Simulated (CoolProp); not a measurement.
Vapour-liquid equilibrium of n-octane (1) + m-xylene (2) at 94.75 °C; x and y are mole fractions of (1).

Model: multi-fluid Helmholtz-energy mixture model, Beckmüller 2019 and Zhou 2012; pair parameters Bell 2016, in CoolProp.

| x | bubble pressure (kPa) | y at the bubble point | dew pressure at overall composition x (kPa) | liquid density (mol/L) |
|---|---|---|---|---|
| 0.05 | 26.88 | 0.080 | 26.55 | … |
| 0.2 | 29.32 | … | 28.27 | 7.055 |
| 0.35 | 31.53 | 0.454 | 30.14 | 6.739 |
| 0.5 | 33.56 | 0.600 | 32.15 | 6.445 |
| 0.65 | 35.44 | 0.729 | 34.28 | 6.171 |
| 0.8 | 37.19 | 0.849 | 36.47 | 5.915 |
| 0.95 | 38.85 | … | 38.66 | 5.676 |

Q: What belongs in the gaps?

A: 
- 0.05, liquid density (mol/L): 7.395
- 0.2, y at the bubble point: 0.285
- 0.95, y at the bubble point: 0.963

No azeotrope shows between x = 0.05 and 0.95.

The pair parameters rest on a limited set of measurements; away from them the model extrapolates.
